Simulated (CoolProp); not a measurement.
A Linde-Hampson liquefier for oxygen: isothermal reversible compression at 280 K from 1 atm to 25 MPa, throttling to 1 atm, return gas leaving the recuperator 10 K below the feed. Each further row changes one setting.

Model: reference Helmholtz-energy equation of state, Schmidt 1985, in CoolProp.

```json
[
 {"case": "as stated", "liquid yield per pass": "___", "compression work (kJ/kg of gas)": "390"},
 {"case": "high pressure 50 MPa", "liquid yield per pass": "___", "compression work (kJ/kg of gas)": "441"},
 {"case": "warm-end temperature 310 K", "liquid yield per pass": "0.092", "compression work (kJ/kg of gas)": "437"},
 {"case": "warm-end gap 15 K", "liquid yield per pass": "___", "compression work (kJ/kg of gas)": "390"}
]
```

Q: Fill in the missing entries.

A: 
- as stated, liquid yield per pass: 0.129
- high pressure 50 MPa, liquid yield per pass: 0.173
- warm-end gap 15 K, liquid yield per pass: 0.118

Above 300 K oxygen's equation is extrapolated.
